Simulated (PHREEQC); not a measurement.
0.8 g of hydrous ferric oxide (600 m²/g; 0.2 weak and 0.005 strong sites per Fe, Dzombak-Morel constants, diffuse double layer) in 1 kg of water with 0.01 mol/kgw of an inert sodium salt and 1.3e-05 mol Na2SeO4, at 25 °C; the pH is set by adding NaOH or the inert anion's acid. O2 is buffered at 0.21 atm. CO2 from the air is kept out. Precipitation was switched off in this run.

The series has 17 steps of pH, from 3 to 11.

Computed with PHREEQC (ion-association model, wateq4f.dat).

Task: Near which pH is half of the Se sorbed, and on which side is more sorbed?

Result: Near pH 6.9, with more sorbed at lower pH.

The oxide is taken as insoluble; below pH 4 it would dissolve.
